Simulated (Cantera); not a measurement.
## Premixed flame

A freely propagating, adiabatic, planar premixed flame of H2 : O2 : N2 = 1 : 0.312 : 1.5 (molar parts), equivalence ratio 1.6, unburnt at 323 K and 0.118 atm; mixture-averaged transport, grid criteria slope 0.08 and curve 0.16, no radiation.

Computed with Cantera and the H2/O2 subset of GRI-Mech 3.0, which has no nitrogen chemistry. Burning velocities carry a grid error of a few per cent, more on coarse grids.

```json
[
 {"z (mm)": "-18.1", "T (K)": "323", "u (m/s)": "2.18", "x H2": "0.356", "x O2": "0.111", "x OH": "<1e-8", "x HO2": "<1e-8", "x O": "<1e-8", "x H": "<1e-8"},
 {"z (mm)": "-12.1", "T (K)": "323", "u (m/s)": "2.18", "x H2": "0.356", "x O2": "0.111", "x OH": "<1e-8", "x HO2": "<1e-8", "x O": "<1e-8", "x H": "<1e-8"},
 {"z (mm)": "-9.06", "T (K)": "323", "u (m/s)": "2.18", "x H2": "0.356", "x O2": "0.111", "x OH": "<1e-8", "x HO2": "<1e-8", "x O": "<1e-8", "x H": "<1e-8"},
 {"z (mm)": "-6.04", "T (K)": "323", "u (m/s)": "2.18", "x H2": "0.356", "x O2": "0.111", "x OH": "<1e-8", "x HO2": "<1e-8", "x O": "<1e-8", "x H": "<1e-8"},
 {"z (mm)": "-3.02", "T (K)": "329", "u (m/s)": "2.21", "x H2": "0.354", "x O2": "0.111", "x OH": "8.47e-6", "x HO2": "4.41e-5", "x O": "7.67e-7", "x H": "9.09e-6"},
 {"z (mm)": "-1.51", "T (K)": "573", "u (m/s)": "3.77", "x H2": "0.322", "x O2": "0.105", "x OH": "0.000555", "x HO2": "4.48e-5", "x O": "0.000103", "x H": "0.00697"},
 {"z (mm)": "0", "T (K)": "985", "u (m/s)": "6.30", "x H2": "0.216", "x O2": "0.0700", "x OH": "0.00113", "x HO2": "1.24e-5", "x O": "0.00286", "x H": "0.0521"},
 {"z (mm)": "1.51", "T (K)": "1239", "u (m/s)": "7.86", "x H2": "0.120", "x O2": "0.0148", "x OH": "0.00269", "x HO2": "2.40e-6", "x O": "0.00413", "x H": "0.0902"},
 {"z (mm)": "3.02", "T (K)": "1339", "u (m/s)": "8.44", "x H2": "0.106", "x O2": "0.00383", "x OH": "0.00315", "x HO2": "5.71e-7", "x O": "0.00282", "x H": "0.0909"},
 {"z (mm)": "6.04", "T (K)": "1440", "u (m/s)": "9.02", "x H2": "0.110", "x O2": "0.00238", "x OH": "0.00379", "x HO2": "3.14e-7", "x O": "0.00244", "x H": "0.0795"},
 {"z (mm)": "12.1", "T (K)": "1552", "u (m/s)": "9.64", "x H2": "0.118", "x O2": "0.00183", "x OH": "0.00431", "x HO2": "2.16e-7", "x O": "0.00202", "x H": "0.0652"},
 {"z (mm)": "24.1", "T (K)": "1665", "u (m/s)": "10.3", "x H2": "0.125", "x O2": "0.00124", "x OH": "0.00445", "x HO2": "1.37e-7", "x O": "0.00146", "x H": "0.0505"},
 {"z (mm)": "48.3", "T (K)": "1772", "u (m/s)": "10.8", "x H2": "0.131", "x O2": "0.000722", "x OH": "0.00409", "x HO2": "7.89e-8", "x O": "0.000892", "x H": "0.0366"}
]
```
x: mole fraction of selected species; z is measured from the peak of heat release.

The laminar burning velocity is 218 cm/s and the thermal thickness is 6.04 mm. The peak x(OH) is 0.00447 and the peak x(HO2) is 0.000104. The peak x(O) is 0.00460. The peak x(H) comes out as 0.0927.
